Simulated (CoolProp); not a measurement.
Vapour-liquid equilibrium of carbon dioxide (1) + R22 (2) at 0.536 MPa; x and y are mole fractions of (1).

Model: multi-fluid Helmholtz-energy mixture model, Span 1996 and Kamei 1995; pair parameters Bell 2016, in CoolProp.

```
x     bubble temperature, mixture model (K)  bubble temperature, Raoult's law (K)  y, mixture model  y, Raoult's law
----  -------------------------------------  ------------------------------------  ----------------  ---------------
0.05                                  269.5                                 267.2             0.200            0.277
0.15                                  258.9                                 255.0             0.492            0.583
0.25                                  250.0                                 246.3             0.676            0.739
0.35                                  242.6                                 239.7             0.791            0.829
0.45                                  236.6                                 234.5             0.864            0.885
0.55                                  231.7                                 230.2             0.911            0.923
0.65                                  227.6                                 226.6             0.943            0.950
0.75                                  224.1                                 223.5             0.966            0.969
0.85                                  221.2                                 220.8             0.982            0.984
0.95                                  218.6                                 218.5             0.995            0.995
```

The largest gap from Raoult's law is +3.9 K in bubble temperature, at x = 0.15. No azeotrope shows between x = 0.05 and 0.95.

The pair parameters rest on a limited set of measurements; away from them the model extrapolates.
